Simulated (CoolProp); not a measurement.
Cyclohexane along the isotherm 447.2 K: Z from the reference equation and from simpler models built on Tc = 553.6 K, pc = 4081 kPa, ω = 0.209; each cubic takes its own stable root.

The numbers come from the reference Helmholtz-energy equation of state, Zhou 2014 in CoolProp.

```
p (kPa)   phase  reference  van der Waals  Redlich-Kwong  Soave-Redlich-Kwong
-------  ------  ---------  -------------  -------------  -------------------
729         gas     0.8622         0.9038         0.8770               0.8684
1460     liquid          …         0.7798        0.06122              0.05881
2190     liquid    0.08018         0.1284              …              0.08755
2910     liquid     0.1061         0.1681         0.1197               0.1155
3640     liquid     0.1323         0.2075         0.1485               0.1435
4370     liquid     0.1582         0.2462         0.1769                    …
5100     liquid     0.1841         0.2844              …               0.1986
5830     liquid     0.2097         0.3220         0.2326               0.2258
6560     liquid     0.2352         0.3592              …               0.2527
7290     liquid          …         0.3960         0.2871               0.2793
8020     liquid     0.2859         0.4324         0.3139               0.3058
8740     liquid     0.3106         0.4680         0.3402               0.3317
9470     liquid     0.3356         0.5038         0.3666               0.3577
10200    liquid     0.3605         0.5393         0.3928               0.3836
```

### Question
Complete the blanks.

### Answer

- 1460, reference: 0.05367
- 2190, Redlich-Kwong: 0.09093
- 4370, Soave-Redlich-Kwong: 0.1712
- 5100, Redlich-Kwong: 0.2049
- 6560, Redlich-Kwong: 0.2600
- 7290, reference: 0.2606

At some of these states van der Waals gives the other phase, because its saturation line lies elsewhere.
